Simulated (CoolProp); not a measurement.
Model: reference Helmholtz-energy equation of state, Lemmon 2000, in CoolProp. It is a pseudo-pure fit of the blend.

**Question.** For dry air, give the phase and the Joule-Thomson coefficient (K/MPa) at 217.3 K and 1.14 MPa; 217.3 K and 5.3 MPa.

**Answer.** 
- 217.3 K and 1.14 MPa: gas; Joule-Thomson coefficient 4.07
- 217.3 K and 5.3 MPa: supercritical; Joule-Thomson coefficient 3.51
